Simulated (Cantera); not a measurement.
Standard-state values (1 bar) from the NASA 1993 polynomials, evaluated with Cantera. Values are per mole of reaction as written; species without (g) are pure solids or liquids, kept so even where they would boil at 1 bar.

### Question
Between 1275 and 1525 K, where is each reaction favourable under standard conditions?
- 3 Cu + 3 H₂(g) + 2 NF₃(g) = 3 CuF₂(g) + 2 NH₃(g)

### Answer
- 3 Cu + 3 H₂(g) + 2 NF₃(g) = 3 CuF₂(g) + 2 NH₃(g): ΔG° is -801 kJ at 1275 K and -818 kJ at 1525 K; it stays negative (K > 1). ΔH° is -738 kJ and ΔS° 52 J/K at 1525 K.
